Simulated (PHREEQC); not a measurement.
Solution A (30 mmol/kgw H2SO4, 18 mmol/kgw ZnSO4 and 0.58 mmol/kgw KCl) is mixed with solution B (0.029 mol/kgw CsF and 0.0022 mol/kgw FeSO4) at 20 °C; shares are by mass of water, 1 kg in all. No oxygen is let in. CO2 from the air is kept out. Precipitation was switched off in this run.

The series has 21 steps of share of solution B, from 0 to 1.

All values are PHREEQC results (ion-association model, wateq4f.dat), not measurements.

Question: Between which two steps does the pH jump most, and from what to what?

Answer: Between share of solution B = 0.95 and 1: from 4.02 to 7.09.

wateq4f.dat counts part of the HF as a dimer, H2F2, which phreeqc.dat doesn't know; its constant is uncertain. Fluoro complexes past AlF4- and FeF3 are missing from the database.
